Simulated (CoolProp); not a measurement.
Vapour-liquid equilibrium of R134a (1) + R245fa (2) at 0.0206 bar; x and y are mole fractions of (1).

Model: multi-fluid Helmholtz-energy mixture model, Tillner-Roth 1994 and Akasaka 2015; pair parameters Akasaka 2014, in CoolProp.

```csv
x,"bubble temperature, mixture model (K)","bubble temperature, Raoult's law (K)","y, mixture model","y, Raoult's law"
0.05,213.1,213.3,0.395,0.389
0.2,203.1,203.3,0.788,0.785
0.35,197.5,197.7,0.899,0.898
0.5,193.8,193.9,0.947,0.947
0.65,191.0,191.1,0.972,0.973
0.8,188.8,188.8,0.987,0.988
0.95,187.0,187.0,0.997,0.998
```

The largest gap from Raoult's law is -0.2 K in bubble temperature, at x = 0.2. No azeotrope shows between x = 0.05 and 0.95.

Pair parameters are fitted to limited data, so mixtures are less certain than the pure fluids.
